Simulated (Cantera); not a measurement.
An isothermal, constant-pressure homogeneous reactor starts with CH4 : O2 : N2 = 0.0022 : 0.0046 : 1 (molar parts), equivalence ratio 0.96, at 925 K and 890000 Pa. Integrator tolerance rtol = 1e-08.

Cantera simulation using GRI-Mech 3.0 (53 species, 325 reactions); the numbers are that mechanism's predictions, not measurements. Below about 1000 K GRI-Mech 3.0 lacks low-temperature oxidation paths.

Question: What does this change do: CH4 0.0022 to 0.00049 parts?

Answer: 
```
quantity                                               before                                    after
------------------  -----------------------------------------  ---------------------------------------
x(CH4) at 80.0 s       8.49e-7 (gas-phase equilibrium <1e-12)   9.49e-7 (gas-phase equilibrium <1e-12)
x(O2) at 80.0 s     0.000375 (gas-phase equilibrium 0.000198)  0.00367 (gas-phase equilibrium 0.00360)
x(CH2CO) at 80.0 s    5.98e-10 (gas-phase equilibrium <1e-12)   2.99e-9 (gas-phase equilibrium <1e-12)
x(CO) at 80.0 s       0.000344 (gas-phase equilibrium <1e-12)  0.000133 (gas-phase equilibrium <1e-12)
x(O) at 80.0 s        1.04e-10 (gas-phase equilibrium <1e-12)  8.56e-11 (gas-phase equilibrium <1e-12)
x(CH3) at 80.0 s      9.81e-11 (gas-phase equilibrium <1e-12)  1.26e-10 (gas-phase equilibrium <1e-12)
```

Question: What does this change do: pressure from 890000 Pa to 180000 Pa?

Answer: 
```csv
quantity,before,after
x(CH4) at 80.0 s,8.49e-7 (gas-phase equilibrium <1e-12),0.00218 (gas-phase equilibrium <1e-12)
x(O2) at 80.0 s,0.000375 (gas-phase equilibrium 0.000198),0.00456 (gas-phase equilibrium 0.000198)
x(CH2CO) at 80.0 s,5.98e-10 (gas-phase equilibrium <1e-12),1.63e-10 (gas-phase equilibrium <1e-12)
x(CO) at 80.0 s,0.000344 (gas-phase equilibrium <1e-12),1.53e-6 (gas-phase equilibrium <1e-12)
x(O) at 80.0 s,1.04e-10 (gas-phase equilibrium <1e-12),1.84e-12 (gas-phase equilibrium <1e-12)
x(CH3) at 80.0 s,9.81e-11 (gas-phase equilibrium <1e-12),1.48e-8 (gas-phase equilibrium <1e-12)
```
